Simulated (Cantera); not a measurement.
Cantera with NASA thermochemical tables; ideal gases at 1 bar, condensed phases pure. Values are per mole of reaction as written; species without (g) are pure solids or liquids, kept so even where they would boil at 1 bar.

6 BN + 2 O3(g) = 3 B2O2(g) + 6 N(g), with ΔH° = 2690.0 kJ and ΔS° = 1081.5 J/K at 300 K.

Q: How far is the shortcut ΔG° ≈ ΔH°(300 K) − T·ΔS°(300 K) from the full temperature-dependent value at 700, 725, 750, 775, 800, 825, 850, 875, 900, 925 K?

A: 
| T (K) | shortcut (kJ) | full (kJ) | difference (kJ) | difference in log10 K |
|---|---|---|---|---|
| 700 | 1933.0 | 1920.2 | 12.8 | -0.95 |
| 725 | 1905.9 | 1892.0 | 13.9 | -1.00 |
| 750 | 1878.9 | 1863.8 | 15.0 | -1.05 |
| 775 | 1851.8 | 1835.7 | 16.2 | -1.09 |
| 800 | 1824.8 | 1807.5 | 17.3 | -1.13 |
| 825 | 1797.8 | 1779.4 | 18.4 | -1.17 |
| 850 | 1770.7 | 1751.2 | 19.5 | -1.20 |
| 875 | 1743.7 | 1723.0 | 20.6 | -1.23 |
| 900 | 1716.7 | 1694.9 | 21.8 | -1.26 |
| 925 | 1689.6 | 1666.8 | 22.8 | -1.29 |
The shortcut ignores the heat-capacity change of the reaction.
